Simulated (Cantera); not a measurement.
A freely propagating, adiabatic, planar premixed flame of CH4 : H2 : O2 : N2 = 1 : 0.055 : 1.45 : 3.77 (molar parts), equivalence ratio 1.4, unburnt at 450 K and 5.00 bar; mixture-averaged transport, grid criteria slope 0.08 and curve 0.16, no radiation.

Computed with Cantera and GRI-Mech 3.0 (53 species, 325 reactions). Burning velocities carry a grid error of a few per cent, more on coarse grids.

How do the results move with these cheaper or finer settings: unity-Lewis-number transport; multicomponent transport; multicomponent+Soret transport; grid criteria slope 0.5, curve 1; grid criteria slope 0.25, curve 0.5; grid criteria slope 0.03, curve 0.06?


```tsv
setting	laminar burning velocity	thermal thickness	peak x(CH2)	grid points	grid points
as above	49.7 cm/s	0.111 mm	0.000100	149	149
unity-Lewis-number transport	34.9 cm/s	0.139 mm	8.96e-5	143	143
multicomponent transport	49.6 cm/s	0.113 mm	1.00e-4	149	149
multicomponent+Soret transport	50.2 cm/s	0.110 mm	0.000103	153	153
grid criteria slope 0.5, curve 1	53.4 cm/s	0.121 mm	9.96e-5	38	38
grid criteria slope 0.25, curve 0.5	50.9 cm/s	0.116 mm	9.89e-5	58	58
grid criteria slope 0.03, curve 0.06	48.8 cm/s	0.110 mm	9.96e-5	336	336
```
The base run took roughly 9 core-seconds.
Unity Lewis numbers drop preferential diffusion, which matters most where H2 and H carry the flame; Soret adds thermal diffusion.
